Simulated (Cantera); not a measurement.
Charge: 1 mol TEOS, 23 mol H2O, 0.42 mol H2, at 600 K and 10000 Pa.

Cantera equilibrium calculation (NASA polynomials, part measured and part estimated; ideal gas, pure solids and liquids). Candidate condensed phases: C, C6H6, C7H8, C8H18, H2O, Si, SiC, SiO2; 123 gas species. The feed counts by its element totals alone. The numbers say what is thermodynamically allowed, not how fast it happens.

Problem. What is the equilibrium state?

Solution. 
- x(H2O) = 0.583
- x(H2) = 0.165
- x(CH4) = 0.150
- x(CO2) = 0.100
- x(CO) = 0.00100
- n(SiO2(α-quartz)) = 1.00 mol
- gas amount = 31.86 mol
- log10 activity of C(graphite) (absent) = -0.24
- log10 activity of Si(s) (absent) = -33.60
